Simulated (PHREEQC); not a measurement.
Make-up at 25 °C: 0.44 mol H2SO4 and 0.0092 mol Al2(SO4)3 per kg of water. Closed to the air; pH follows from the charge balance.

All values are PHREEQC results (ion-association model, phreeqc.dat), not measurements.

Each row changes one thing in this solution. Precipitation was switched off in this run.

```csv
case,pH,ionic strength (mol/kgw),HSO4- (mol/kgw),SO4-2 (mol/kgw)
as made,0.44,0.549,0.406,0.0432
H2SO4 left out,4.02,0.0404,5.45e-5,0.00998
Al2(SO4)3 replaced by Na2SO4 at the same molality,0.44,0.534,0.406,0.0425
H2SO4 from 0.44 to 0.66 mol/kgw,0.28,0.790,0.616,0.0536
diluted 5-fold with water,1.07,0.131,0.0708,0.0191
Al2(SO4)3 replaced by NaAlO2 at the same molality,0.46,0.521,0.389,0.0419
H2SO4 replaced by CuSO4 at the same molality,4.31,0.799,0.000207,0.197
```

The ionic strength passes 0.7 mol/kgw, the rough limit of the ion-association models, in H2SO4 from 0.44 to 0.66 mol/kgw; H2SO4 replaced by CuSO4 at the same molality. Some of these states are supersaturated (in Gibbsite (slow to form), for instance).
